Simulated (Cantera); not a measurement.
A closed system holds: 1 mol Ca(OH)2, a varied amount of C, 0.15 mol CO2, 0.035 mol H2, held at 377 °C and 338 Torr.

Method: chemical equilibrium by Gibbs-energy minimisation in Cantera with the NASA 1993 tables (ideal gas, pure condensed phases). Candidate condensed phases: C, C6H6, C7H8, C8H18, Ca, CaCO3, CaO, Ca(OH)2, H2O; 115 gas species. Kinetics and transport are ignored.

Which condensed phases are stable at each of these points (n(C) (mol)): 0.054, 0.14, 0.23, 0.33, 0.42, 0.51, 0.6, 0.69, 0.78, 0.87?


```
n(C) (mol)                      condensed phases  Ca condensed (%)
----------  ------------------------------------  ----------------
0.054                CaCO3(calcite) + Ca(OH)2(s)             100.0
0.14                 CaCO3(calcite) + Ca(OH)2(s)             100.0
0.23        CaCO3(calcite) + CaO(s) + Ca(OH)2(s)             100.0
0.33        CaCO3(calcite) + CaO(s) + Ca(OH)2(s)             100.0
0.42        CaCO3(calcite) + CaO(s) + Ca(OH)2(s)             100.0
0.51        CaCO3(calcite) + CaO(s) + Ca(OH)2(s)             100.0
0.6                      CaCO3(calcite) + CaO(s)             100.0
0.69                     CaCO3(calcite) + CaO(s)             100.0
0.78                     CaCO3(calcite) + CaO(s)             100.0
0.87                     CaCO3(calcite) + CaO(s)             100.0
```

From 0.054 mol C to 0.14 mol C the condensed part is CaCO3(calcite) + Ca(OH)2(s). From 0.23 mol C to 0.51 mol C the condensed part is CaCO3(calcite) + CaO(s) + Ca(OH)2(s). From 0.6 mol C to 0.87 mol C the condensed part is CaCO3(calcite) + CaO(s).
